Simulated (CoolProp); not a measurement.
Vapour-liquid equilibrium of dimethyl ether (1) + 1-butene (2) at 91.45 °C; x and y are mole fractions of (1).

The numbers come from the multi-fluid Helmholtz-energy mixture model, Wu 2011 and Lemmon 2005; pair parameters Bell 2016 in CoolProp.

| x | bubble pressure (MPa) | y at the bubble point | dew pressure at overall composition x (MPa) | liquid density (mol/L) |
|---|---|---|---|---|
| 0.05 | 1.590 | 0.081 | 1.559 | 8.816 |
| 0.125 | 1.705 | 0.191 | 1.634 | 8.957 |
| 0.2 | 1.816 | 0.288 | 1.715 | 9.104 |
| 0.275 | 1.924 | 0.375 | 1.801 | 9.259 |
| 0.35 | 2.029 | 0.454 | 1.893 | 9.421 |
| 0.425 | 2.130 | 0.527 | 1.990 | 9.593 |
| 0.5 | 2.228 | 0.596 | 2.092 | 9.776 |
| 0.575 | 2.323 | 0.661 | 2.198 | 9.971 |
| 0.65 | 2.415 | 0.723 | 2.308 | 10.18 |
| 0.725 | 2.503 | 0.783 | 2.418 | 10.41 |
| 0.8 | 2.588 | 0.842 | 2.528 | 10.65 |
| 0.875 | 2.670 | 0.901 | 2.634 | 10.92 |
| 0.95 | 2.748 | 0.960 | 2.735 | 11.21 |

No azeotrope shows between x = 0.05 and 0.95.

Pair parameters are fitted to limited data, so mixtures are less certain than the pure fluids.
